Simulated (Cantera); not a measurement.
# Thermodynamics of silicon etching in halogen gases, feed Si + HF + H2

Feed: 1 mol Si, 1.7 mol HF, 30 mol H2.

These are equilibrium values from Cantera (NASA tables, ideal gas, pure condensed phases), not measurements of a reactor. Candidate condensed phases: Si; 25 gas species. The tables' values for SiF2, SiF3 are old estimates. Kinetics and transport are ignored.

Stable condensed phases:

```
T in K \ P in Pa
              1    3.2     10     32    100    320   1000   3200  10000  32000 100000
   1698       A      A      B      B      B      B      B      B      B      B      B
   1598       A      B      B      B      B      B      B      B      B      B      B
   1498       B      B      B      B      B      B      B      B      B      B      B
   1398       B      B      B      B      B      B      B      B      B      B      B
   1298       B      B      B      B      B      B      B      B      B      B      B
   1198       B      B      B      B      B      B      B      B      B      B      B
   1098       B      B      B      B      B      B      B      B      B      B      B
    998       B      B      B      B      B      B      B      B      B      B      B
    898       B      B      B      B      B      B      B      B      B      B      B
    798       B      B      B      B      B      B      B      B      B      B      B
    698       B      B      B      B      B      B      B      B      B      B      B
    598       B      B      B      B      B      B      B      B      B      B      B
    498       B      B      B      B      B      B      B      B      B      B      B
```

A: gas only; B: Si.
